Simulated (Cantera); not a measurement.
A closed system holds: 1 mol SiCl4, 2 mol Cl2, 0.22 mol H2, held at 948.15 K and 1.00 bar.

Cantera equilibrium calculation (NASA polynomials, part measured and part estimated; ideal gas, pure solids and liquids). Candidate condensed phases: Si; 19 gas species. Rates play no part.

Base state: Cl2 0.553, SiCl4 0.311, HCl 0.137, Cl 0.000128 (mole fractions); condensed: gas only.

Question: What changes in the equilibrium state with this change: H2 from 0.22 to 0.29 mol?

Answer: 
```
species    before     after
-------  --------  --------
Cl2         0.553     0.520
SiCl4       0.311     0.304
HCl         0.137     0.176
Cl       0.000128  0.000124
```
